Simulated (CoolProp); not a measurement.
Nitrogen along the isotherm 138.1 K: Z from the reference equation and from simpler models built on Tc = 126.2 K, pc = 3396 kPa, ω = 0.037; each cubic takes its own stable root.

Computed with CoolProp (reference Helmholtz-energy equation of state, Span 2000).

```csv
p (kPa),phase,reference
1890,gas,0.8448
3770,supercritical,0.6416
5660,supercritical,0.4019
7550,supercritical,0.4040
9430,supercritical,0.4566
11300,supercritical,0.5158
13200,supercritical,0.5774
15100,supercritical,0.6391
17000,supercritical,0.7004
```

How far does each simpler model (van der Waals, Peng-Robinson) lie from the reference over these 9 states: mean and median of the absolute difference, and the worst?


- van der Waals: mean 16.5 %, median 22.6 %, worst +24.8 % at 138.1 K and 17000 kPa
- Peng-Robinson: mean 4.1 %, median 4.6 %, worst -7.8 % at 138.1 K and 17000 kPa
